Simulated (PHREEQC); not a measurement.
## Acid mine or pickling water: speciation

Synthetic water in mg/L, 20 °C, pH 2.99, pe 11.5:

```tsv
constituent	mg/L
Na	99
K	2.04
Ca	73.1
Mg	96.8
Cl	159
S(6) as SO4	658
Al	0.0735
O(0) (dissolved oxygen)	8.32
Si as SiO2	1.28
```

Cl is adjusted to close the charge balance.
Valence states are taken as typed.

All values are PHREEQC results (ion-association model, phreeqc.dat), not measurements.

Each row changes one thing in this solution. No solid was allowed to form.

```
case                                               ionic strength (mol/kgw)  SO4-2 (mol/kgw)  Mg+2 (mol/kgw)  Ca+2 (mol/kgw)  MgSO4 (mol/kgw)  CaSO4 (mol/kgw)  SI of Quartz (SiO2)  SI of Gypsum (CaSO4:2H2O)
-------------------------------------------------  ------------------------  ---------------  --------------  --------------  ---------------  ---------------  -------------------  -------------------------
as made                                                              0.0238          0.00509         0.00298         0.00143          0.00101         0.000396                -0.61                      -1.05
temperature from 20 to 85 °C at the same typed pH                    0.0196          0.00347         0.00210         0.00143          0.00188       (withheld)           (withheld)                      -1.06
Mg from 96.8 to 194 mg/L                                             0.0336       (withheld)         0.00635         0.00151          0.00164         0.000318                -0.61                      -1.15
all concentrations times 2 at the same typed pH                      0.0435          0.00950         0.00544      (withheld)          0.00256          0.00101                -0.31                      -0.64
```

Q: Complete the blanks.

A: 
- temperature from 20 to 85 °C at the same typed pH, CaSO4 (mol/kgw): 0.000386
- temperature from 20 to 85 °C at the same typed pH, SI of Quartz (SiO2): -1.42
- Mg from 96.8 to 194 mg/L, SO4-2 (mol/kgw): 0.00459
- all concentrations times 2 at the same typed pH, Ca+2 (mol/kgw): 0.00263

Constants without temperature data keep their 25 °C values here.
